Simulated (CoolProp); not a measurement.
Vapour pressure (kPa) of acetone: the reference equation beside estimates from Tc = 235.0 °C, pc = 4692 kPa, ω = 0.307. Clausius-Clapeyron is anchored at 65.05 °C with a constant enthalpy of vaporisation of 28.54 kJ/mol.

Model: reference Helmholtz-energy equation of state, Lemmon 2006, in CoolProp. It is a short technical equation, of lower accuracy than the large ones.

| T (°C) | reference | Clausius-Clapeyron | van der Waals | Redlich-Kwong |
|---|---|---|---|---|
| -34.75 | 1.069 | 1.949 | 83.69 | 4.195 |
| -18.15 | 3.277 | 4.975 | 133.7 | 11.16 |
| -1.45 | 8.607 | 11.38 | 202.7 | 25.66 |
| 15.15 | 19.75 | 23.55 | 293.0 | 52.12 |
| 31.75 | 40.80 | 45.03 | 407.9 | 96.22 |
| 48.45 | 77.51 | 80.80 | 551.2 | 164.9 |
| 65.05 | 136.4 | 136.4 | 723.8 | 264.3 |
| 81.75 | 226.7 | 219.9 | 930.3 | 402.9 |
| 98.35 | 356.8 | 338.8 | 1170 | 586.3 |
| 115.05 | 539.1 | 504.2 | 1449 | 824.2 |
| 131.65 | 783.4 | 724.6 | 1765 | 1120 |
| 148.25 | 1104 | 1012 | 2121 | 1483 |
| 164.95 | 1517 | 1380 | 2521 | 1921 |

Absolute difference from the reference over all 13 rows, mean and median: Clausius-Clapeyron 18.4 and 8.3 %, van der Waals 1406.1 and 430.6 %, Redlich-Kwong 118.2 and 93.8 %.
